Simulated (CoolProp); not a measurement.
Computed with CoolProp (reference Helmholtz-energy equation of state, Leachman 2009).

For normal hydrogen, give the phase and the Z, cv (kJ/(kg K)), viscosity (µPa s), Prandtl number at -236.95 °C and 216 kPa; -236.95 °C and 1080 kPa; -236.95 °C and 1300 kPa.


- -236.95 °C and 216 kPa: gas; Z 0.956, cv 6.26, viscosity 1.83, Prandtl number 0.684
- -236.95 °C and 1080 kPa: gas; Z 0.741, cv 6.73, viscosity 2.05, Prandtl number 0.950
- -236.95 °C and 1300 kPa: supercritical; Z 0.669, cv 6.96, viscosity 2.18, Prandtl number 1.17

Viscosity comes from a separate model (Muzny 2013). Thermal conductivity comes from a separate model (Assael 2011).
